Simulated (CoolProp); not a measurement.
Model: reference Helmholtz-energy equation of state, Lemmon 2003, in CoolProp. It is a pseudo-pure fit of the blend.

**Question.** For R410A, give the phase and the Z, Joule-Thomson coefficient (K/MPa), Prandtl number at 346.5 K and 51.1 bar; 346.5 K and 81.7 bar.

**Answer.** 
- 346.5 K and 51.1 bar: supercritical; Z 0.274, Joule-Thomson coefficient 9.30, Prandtl number 48.5
- 346.5 K and 81.7 bar: supercritical; Z 0.244, Joule-Thomson coefficient 1.30, Prandtl number 2.47

Viscosity comes from a separate model (Geller 2000). Thermal conductivity comes from a separate model (Geller 2001).
